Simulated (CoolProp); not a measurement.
Vapour-liquid equilibrium of R22 (1) + C3F8 (R218) (2) at 28.8 kPa; x and y are mole fractions of (1).

Computed with CoolProp (multi-fluid Helmholtz-energy mixture model, Kamei 1995 and Lemmon 2006; pair parameters Bell 2016).

Question: Give the bubble temperature and the first vapour's composition at x = 0.05, 0.8, 0.95. Is there an azeotrope?

Answer: x = 0.05: -64.2 °C, y = 0.198; x = 0.8: -70.3 °C, y = 0.619; x = 0.95: -67.6 °C, y = 0.794. y crosses x between x = 0.5 and 0.65: the model has an azeotrope there.

The pair parameters rest on a limited set of measurements; away from them the model extrapolates.
